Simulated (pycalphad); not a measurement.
Computed with pycalphad from the COST 507 light-alloy database (1999), at 1 atm. The data set is of 1999 and partly superseded. Phase fractions are per mole of atoms.

Give the equilibrium state of Si-9.16Y (at.%) at 970 K.


```
T = 970.00 K, P = 101325 Pa, N = 1 mol of atoms
G = -48747 J/mol, H = -3630 J/mol, S = 46.51 J/(mol K)  (SER reference)
chemical potentials (J/mol): Si -28974, Y -244838
phase             fraction      x(Si)       x(Y)
DIAMOND_A4          0.7252     1.0000       none
SI2Y_R              0.2748     0.6667     0.3333
```

Give the equilibrium state of Si-9.16Y (at.%) at 1530 K.

liquid, fraction 0.890, with 10.3 Y at.%; diamond (Si), fraction 0.110, with no Y at.%.

Database names, with the compositions (at.%) that they take in these runs: SI2Y_R: Si 67 Y 33. DIAMOND_A4 is diamond (Si). An entry "none" or "no" means that the model of the phase leaves that element out.
